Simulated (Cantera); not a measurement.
**Equilibrium for halide evaporation, hydrolysis and transport: NaCl + HCl + H2**

Input: 1 mol NaCl, 0.056 mol HCl, 390 mol H2, at 1702 °C and 0.133 bar.

Cantera equilibrium calculation (NASA polynomials, part measured and part estimated; ideal gas, pure solids and liquids). Candidate condensed phases: Na, NaCl; 10 gas species. The numbers say what is thermodynamically allowed, not how fast it happens.

```yaml
x(H2): 0.992
x(H): 0.00373
x(HCl): 0.00184
x(Na): 0.00169
x(NaCl): 0.000852
x(Cl): 5.16e-6
x(NaH): 4.48e-6
gas_amount: 392.1 mol
log10 activity of Na(l) (absent): -5.36
```
